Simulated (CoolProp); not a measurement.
R11 at several states: density (kg/m³) from the reference equation and from simpler models built on Tc = 471.1 K, pc = 4408 kPa, ω = 0.189; each cubic takes its own stable root.

The numbers come from the reference Helmholtz-energy equation of state, Jacobsen 1992 in CoolProp.

```json
[
 {"T (K)": "194.1", "p (kPa)": "133", "phase": "liquid", "reference": "1704", "van der Waals": "1061", "Redlich-Kwong": "1581", "Soave-Redlich-Kwong": "1590", "Peng-Robinson": "1785"},
 {"T (K)": "237.5", "p (kPa)": "14000", "phase": "liquid", "reference": "1633", "van der Waals": "1050", "Redlich-Kwong": "1529", "Soave-Redlich-Kwong": "1544", "Peng-Robinson": "1733"},
 {"T (K)": "347.5", "p (kPa)": "309", "phase": "gas", "reference": "15.74", "van der Waals": "15.37", "Redlich-Kwong": "15.61", "Soave-Redlich-Kwong": "15.67", "Peng-Robinson": "15.73"},
 {"T (K)": "347.2", "p (kPa)": "74.2", "phase": "gas", "reference": "3.585", "van der Waals": "3.568", "Redlich-Kwong": "3.580", "Soave-Redlich-Kwong": "3.583", "Peng-Robinson": "3.586"},
 {"T (K)": "291.3", "p (kPa)": "197", "phase": "liquid", "reference": "1493", "van der Waals": "11.66", "Redlich-Kwong": "1382", "Soave-Redlich-Kwong": "1412", "Peng-Robinson": "1594"}
]
```

At some of these states van der Waals gives the other phase, because its saturation line lies elsewhere.
